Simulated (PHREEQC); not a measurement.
## Spent oxide etchant: speciation

Consider water at 25 °C with 150 mmol/kgw HF, 140 mmol/kgw H2SiF6 and 64 mmol/kgw H3PO4. Closed to the air; pH follows from the charge balance.

The numbers come from PHREEQC with the ion-association model, phreeqc.dat.

Each row changes one thing in this solution. No solid was allowed to form.

```tsv
case	pH	ionic strength (mol/kgw)	HF (mol/kgw)	H3PO4 (mol/kgw)	H2PO4- (mol/kgw)	F- (mol/kgw)	SI of Quartz (SiO2)
as made	0.66	0.424	0.148	0.0610	0.00298	0.000772	-5.25
HF left out	0.67	0.417	[?]	0.0610	0.00302	[?]	+1.33
H3PO4 from 0.064 to 0.128 mol/kgw	0.66	0.427	0.148	[?]	0.00591	0.000766	-5.25
H2SiF6 from 0.14 to 0.014 mol/kgw	1.42	0.0586	0.143	0.0524	[?]	0.00320	-7.17
```

### Question
Complete the blanks.

### Answer

- HF left out, HF (mol/kgw): 0.0118
- HF left out, F- (mol/kgw): 6.24e-5
- H3PO4 from 0.064 to 0.128 mol/kgw, H3PO4 (mol/kgw): 0.122
- H2SiF6 from 0.14 to 0.014 mol/kgw, H2PO4- (mol/kgw): 0.0116

Complexes and solids missing from the database can't appear. Some of these states are supersaturated (in SiO2(a), Quartz (slow to form), for instance). SiF6-2 is the database's only silicon fluoride.
